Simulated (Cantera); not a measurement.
A perfectly stirred reactor is fed with CO : O2 : H2O : N2 = 0.0065 : 0.031 : 0.02 : 1 (molar parts), at 4.30 bar; it is held at 1350 K, and followed from long to short residence time.

Detailed kinetics in Cantera: GRI-Mech 3.0 (53 species, 325 reactions).

Q: What does this change do: pressure from 4.30 bar to 0.850 bar?

A: 
```tsv
quantity	before	after
x(CO) at τ = 20.0 s	3.94e-6	6.95e-6
x(O2) at τ = 20.0 s	0.0263	0.0263
x(H2O) at τ = 20.0 s	0.0190	0.0190
x(OH) at τ = 20.0 s	6.36e-6	1.88e-5
x(NO) at τ = 20.0 s	1.33e-7	3.46e-7
x(CO) at τ = 91.0 ms	0.000180	0.000262
x(O2) at τ = 91.0 ms	0.0264	0.0264
x(H2O) at τ = 91.0 ms	0.0190	0.0189
x(OH) at τ = 91.0 ms	2.96e-5	0.000104
x(NO) at τ = 91.0 ms	2.13e-7	2.48e-7
```

Q: What does this change do: 0.01 parts H2 added?

A: 
```csv
quantity,before,after
x(CO) at τ = 20.0 s,3.94e-6,2.85e-6
x(O2) at τ = 20.0 s,0.0263,0.0215
x(H2O) at τ = 20.0 s,0.0190,0.0283
x(OH) at τ = 20.0 s,6.36e-6,8.91e-6
x(NO) at τ = 20.0 s,1.33e-7,2.31e-7
x(CO) at τ = 91.0 ms,0.000180,0.000126
x(O2) at τ = 91.0 ms,0.0264,0.0215
x(H2O) at τ = 91.0 ms,0.0190,0.0283
x(OH) at τ = 91.0 ms,2.96e-5,4.28e-5
x(NO) at τ = 91.0 ms,2.13e-7,4.31e-7
```
The hydrogen kinetics of GRI-Mech 3.0 are dated; newer H2 mechanisms differ, most at raised pressure.
